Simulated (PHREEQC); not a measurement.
0.048 g of hydrous ferric oxide (600 m²/g; 0.2 weak and 0.005 strong sites per Fe, Dzombak-Morel constants, diffuse double layer) in 1 kg of water with 0.001 mol/kgw of an inert sodium salt and 3.4e-06 mol/kgw Na2SeO4, at 25 °C; the pH is set by adding NaOH or the inert anion's acid. Oxygen alone is held at its pressure in air (log pO2 = -0.68). The system is closed to CO2. Nothing may precipitate in this run.

Equilibrium calculation in PHREEQC: ion-association model, wateq4f.dat.

Task: Predict Se sorbed (%), surface charge σ (C/m²) at pH = 5, 5.5, 6.5, 7, 8.5.

Result: 
```
pH   Se sorbed (%)  surface charge σ (C/m²)
---  -------------  -----------------------
5             99.4                    0.046
5.5           96.1                    0.028
6.5           34.4                    0.010
7              6.3                    0.006
8.5            0.0                   -0.002
```

The oxide is taken as insoluble; below pH 4 it would dissolve.
